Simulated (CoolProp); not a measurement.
Model: reference Helmholtz-energy equation of state, Akasaka 2022, in CoolProp.

Question: Give the vapour pressure (bar), liquid density (kg/m³), vapour density (kg/m³), liquid cp (kJ/(kg K)) of saturated R1233zd(E) at 222.8 K.

Answer: 
| T (K) | p (bar) | liquid density (kg/m³) | vapour density (kg/m³) | liquid cp (kJ/(kg K)) |
|---|---|---|---|---|
| 222.8 | 0.0289 | 1430 | 0.204 | 1.05 |
